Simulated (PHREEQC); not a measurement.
Make-up at 20 °C: 0.2 mol/kgw HF, 0.051 mol/kgw NH4HF2 and 0.095 mol/kgw H3PO4. Closed to the air; pH follows from the charge balance.

Equilibrium calculation in PHREEQC: ion-association model, phreeqc.dat.

Precipitation was switched off in this run.

Q: Predict the pH.

A: pH 1.84.

Q: In which forms is P present?

A: H3PO4 62 %, H2PO4- 38 % of the P.
